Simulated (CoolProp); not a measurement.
A single-stage vapour-compression cycle with isobutane: evaporating at 253.15 K (dew point), condensing at 299.15 K (bubble point), superheat 0 K, subcooling 0 K, compressor efficiency 0.85, no pressure losses. Each further row changes one setting.

Model: reference Helmholtz-energy equation of state, Bücker 2006, in CoolProp.

| case | cooling COP | pressure ratio | discharge temperature (K) | refrigerating effect (kJ/kg) | volumetric capacity (kJ/m³) |
|---|---|---|---|---|---|
| as stated | 3.82 | 4.98 | 303.6 | 266 | 551 |
| evaporating temperature 258.15 K | 4.47 | [?] | [?] | 273 | 684 |
| condensing temperature 294.15 K | [?] | 4.30 | 298.8 | 278 | 576 |
| subcooling 5 K | 3.99 | 4.98 | 303.6 | 278 | 576 |
| superheat 10 K | [?] | 4.98 | 313.6 | 281 | 558 |
| compressor efficiency 0.75 | 3.37 | 4.98 | [?] | 266 | 551 |

Problem. Some entries are withheld; supply them.

Solution. 
- evaporating temperature 258.15 K, pressure ratio: 4.05
- evaporating temperature 258.15 K, discharge temperature (K): 302.5
- condensing temperature 294.15 K, cooling COP: 4.41
- superheat 10 K, cooling COP: 3.86
- compressor efficiency 0.75, discharge temperature (K): 308.7
